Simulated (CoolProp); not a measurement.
R114 along the isotherm 25.15 °C: Z from the reference equation and from simpler models built on Tc = 147.5 °C, pc = 3.352 MPa, ω = 0.252; each cubic takes its own stable root.

The numbers come from the reference Helmholtz-energy equation of state, Platzer 1990 in CoolProp. This equation is an older, rougher fit; its heat capacities, sound speeds and derivatives of the liquid may be far off and weren't checked against measurements.

```
p (MPa)   phase  reference  Redlich-Kwong  Soave-Redlich-Kwong  Peng-Robinson
-------  ------  ---------  -------------  -------------------  -------------
0.0265      gas     0.9923         0.9929               0.9922         0.9918
0.0544      gas     0.9840         0.9854               0.9839         0.9831
0.112       gas     0.9661         0.9696               0.9664         0.9648
0.23     liquid    0.01090         0.9357              0.01134        0.01001
0.471    liquid    0.02230        0.02415              0.02319        0.02048
0.968    liquid    0.04577        0.04945              0.04754        0.04200
1.99     liquid    0.09379         0.1009              0.09720        0.08594
4.08     liquid     0.1911         0.2040               0.1973         0.1746
8.38     liquid     0.3882         0.4093               0.3979         0.3531
```

At some of these states Redlich-Kwong gives the other phase, because its saturation line lies elsewhere.
